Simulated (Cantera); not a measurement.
A closed system holds: 1 mol SiH₂Cl₂, 3.3 mol N₂, equilibrated at 1448.15 K.

Cantera equilibrium calculation (NASA polynomials, part measured and part estimated; ideal gas, pure solids and liquids). Candidate condensed phases: NH₄Cl, Si, Si₃N₄; 28 gas species. N₂ is the only nitrogen source here; it is nearly inert below about 1500 K, so the nitride shown seldom forms there in practice. Equilibrium is a limit: real reactors are often held back by kinetics, nucleation or transport.

Question: What share of the Si ends up in condensed phases as a function of P (Pa), at 5, 36, 260, 1900, 14000, 100000?

Answer: 
```tsv
P (Pa)	Si condensed (%)	as
5	26.1	Si₃N₄(s)
36	40.7	Si₃N₄(s)
260	57.5	Si₃N₄(s)
1900	71.3	Si₃N₄(s)
14000	76.5	Si₃N₄(s)
100000	76.4	Si₃N₄(s)
```
